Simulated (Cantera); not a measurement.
A closed system holds: 1 mol PbO, 0.14 mol H2, equilibrated at 2.90 mbar.

Method: chemical equilibrium by Gibbs-energy minimisation in Cantera with the NASA 1993 tables (ideal gas, pure condensed phases). Candidate condensed phases: H2O, Pb, PbO, PbO2, Pb3O4; 12 gas species. Mutual solubility and eutectic melting of coexisting phases are not modelled. Equilibrium is a limit: real reactors are often held back by kinetics, nucleation or transport.

Question: Which condensed phases are stable at each of these points (T (°C)): 250, 300, 350, 400, 450, 500, 550, 600, 650, 700, 750, 800?

Answer: 
```tsv
T (°C)	condensed phases	Pb condensed (%)
250	Pb(s) + PbO(red)	100.0
300	Pb(s) + PbO(red)	100.0
350	Pb(l) + PbO(red)	100.0
400	Pb(l) + PbO(red)	100.0
450	Pb(l) + PbO(red)	100.0
500	Pb(l) + PbO(yellow)	100.0
550	Pb(l) + PbO(yellow)	100.0
600	Pb(l) + PbO(yellow)	100.0
650	Pb(l) + PbO(yellow)	100.0
700	Pb(l) + PbO(yellow)	100.0
750	Pb(l) + PbO(yellow)	99.9
800	Pb(l) + PbO(yellow)	99.6
```

From 250 °C to 300 °C the condensed part is Pb(s) + PbO(red). From 350 °C to 450 °C the condensed part is Pb(l) + PbO(red). From 500 °C to 800 °C the condensed part is Pb(l) + PbO(yellow).
